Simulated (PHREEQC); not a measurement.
Make-up at 20 °C: 71 mmol/kgw NaHSO4 and 2.6 mmol/kgw NH3. Closed to the air; pH follows from the charge balance.

The numbers come from PHREEQC with the ion-association model, phreeqc.dat.

```tsv
quantity	before	after
pH	1.56	1.43
ionic strength (mol/kgw)	0.136	0.192
NH4+ (mol/kgw)	0.00230	0.00226
```

**Question.** What was changed between the two runs?
A) NH3 from 0.0026 to 0.00052 mol/kgw
B) NH3 from 0.0026 to 0.0039 mol/kgw
C) NaHSO4 from 0.071 to 0.106 mol/kgw
D) 0.02 mol/kgw NaHCO3 added
E) NaHSO4 replaced by K2SO4 at the same molality

**Answer.** C, NaHSO4 from 0.071 to 0.106 mol/kgw

No solid was allowed to form.
